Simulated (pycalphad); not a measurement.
Effect of Al content in Mg-Al-Si

Computed with pycalphad from the COST 507 light-alloy database (1999), at 1 atm. The database dates from 1999; later assessments differ in places, in temperatures and in the compounds included. Amounts are mole fractions of atoms.

```tsv
alloy	liquidus (K)	first solid	solidus (K)	phases at 770 K
Mg-0.8425Al-0.45Si (wt.%)	915	hcp	898	hcp 0.99, MG2SI 0.01
Mg-1.684Al-0.4496Si (wt.%)	911	hcp	883	hcp 0.99, MG2SI 0.01
Mg-2.512Al-0.4493Si (wt.%)	907	hcp	868	hcp 0.99, MG2SI 0.01
Mg-3.35Al-0.4489Si (wt.%)	…	hcp	…	hcp 0.99, MG2SI 0.01
Mg-5.023Al-0.4481Si (wt.%)	894	hcp	822	hcp 0.99, MG2SI 0.01
Mg-6.679Al-0.4474Si (wt.%)	885	hcp	793	hcp 0.99, MG2SI 0.01
```

Problem. What belongs in the gaps?

Solution. 
- Mg-3.35Al-0.4489Si (wt.%), liquidus (K): 903
- Mg-3.35Al-0.4489Si (wt.%), solidus (K): 852

Database names, with the compositions (at.%) that they take in these runs: MG2SI: Mg 67 Si 33.
